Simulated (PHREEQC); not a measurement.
4.5 g of hydrous ferric oxide (600 m²/g; 0.2 weak and 0.005 strong sites per Fe, Dzombak-Morel constants, diffuse double layer) in 1 kg of water with 0.01 mol/kgw of an inert sodium salt, at 25 °C; the pH is set by adding NaOH or the inert anion's acid. Oxygen alone is held at its pressure in air (log pO2 = -0.68). No CO2 enters from the air. Nothing may precipitate in this run.

Model: ion-association model, wateq4f.dat, run in PHREEQC.

```csv
pH,surface charge σ (C/m²),surface potential ψ (mV)
4,0.230,181
4.5,0.170,167
5,0.119,151
5.5,0.079,132
6,0.051,110
6.5,0.031,86
7,0.017,60
7.5,0.008,34
8,0.001,6
8.5,-0.005,-22
9,-0.013,-49
9.5,-0.024,-75
10,-0.041,-100
```
